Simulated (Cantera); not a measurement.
What does this Cantera script print?

```python
import numpy as np
import cantera as ct

gas_names = [...]  # 87 gases of nasa_gas.yaml made of C, H, Si
cond_names = """
    C(gr) C6H6(L) C7H8(L) C8H18(L),n-octa Si(cr) Si(L) SiC(b)
""".split()


# ... load() reads the species with a 1 bar reference pressure and builds the phases ...
atoms = {
    'SiH4': {'Si': 1, 'H': 4},
    'CH4': {'C': 1, 'H': 4},
    'H2': {'H': 2},
}
top_T = {'C(gr)': 4500, 'SiC(b)': 3050}  # K; cautious upper limits of use, not melting points


# ... equilibrate(T, P, feed) seeds the gas with the atoms and calls Mixture.equilibrate('TP', solver="vcs", rtol=1e-11, max_steps=5000) ...
results = []
feed = {'SiH4': 1, 'CH4': 0.021, 'H2': 46}  # mol
T = 1798.15  # K
P = 380  # Pa
mix = equilibrate(T, P, feed)
results.append((T, P, feed, dict(zip(mix.species_names, mix.species_moles))))
x = sorted(zip(gas.X, gas.species_names), reverse=True)
print(f"T = {T:g} K  P = {P:g} Pa  gas = {mix.phase_moles(0):.4g} mol")
print("   x: " + "  ".join(f"{s} {v:.3e}" for v, s in x if v > 0.0001))
print("   condensed (mol): " + ("  ".join(f"{mix.phase(i).name} {mix.phase_moles(i):.4g}"
      for i in range(1, mix.n_phases) if mix.phase_moles(i) > 1e-12) or "none"))
```

It prints:

```
T = 1798.15 K  P = 380 Pa  gas = 48.22 mol
   x: H2 9.934e-01  H 5.700e-03  Si 8.135e-04
   condensed (mol): Si(L) 0.9346  SiC(b) 0.02057
```

Method: chemical equilibrium by Gibbs-energy minimisation in Cantera with the NASA 1993 tables (ideal gas, pure condensed phases). Mutual solubility and eutectic melting of coexisting phases are not modelled. Gases not in the tables: Si2H6 and higher silanes.
